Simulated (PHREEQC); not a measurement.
Make-up at 69 °C: 0.00098 mol NaOH and 6.7e-05 mol H3BO3 per kg of water. Closed to the air; pH follows from the charge balance.

The numbers come from PHREEQC with the Pitzer model, pitzer.dat.

| quantity | before | after |
|---|---|---|
| pH | 9.76 | 7.80 |
| B(OH)4- (mol/kgw) | 5.20e-5 | 2.37e-8 |
| B(OH)3 (mol/kgw) | 1.49e-5 | 6.46e-7 |

### Question
What was changed between the two runs?
A) NaOH from 0.00098 to 0.0098 mol/kgw
B) diluted 100-fold with water
C) diluted 5-fold with water
D) NaOH from 0.00098 to 0.00049 mol/kgw
E) NaOH left out

### Answer
B, diluted 100-fold with water

This is a speciation only: nothing precipitates in the calculation. At this temperature some constants are extrapolated from 25 °C, and those without enthalpy data are left unchanged.
